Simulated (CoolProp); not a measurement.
The numbers come from the reference Helmholtz-energy equation of state, Thol 2015 in CoolProp.

For octamethylcyclotetrasiloxane (D4), give the phase and the cp (kJ/(kg K)), speed of sound (m/s) at 346.85 °C and 0.145 bar; 346.85 °C and 1.71 bar; 346.85 °C and 8.88 bar.


- 346.85 °C and 0.145 bar: gas; cp 2.04, speed of sound 132
- 346.85 °C and 1.71 bar: gas; cp 2.05, speed of sound 128
- 346.85 °C and 8.88 bar: gas; cp 2.13, speed of sound 104
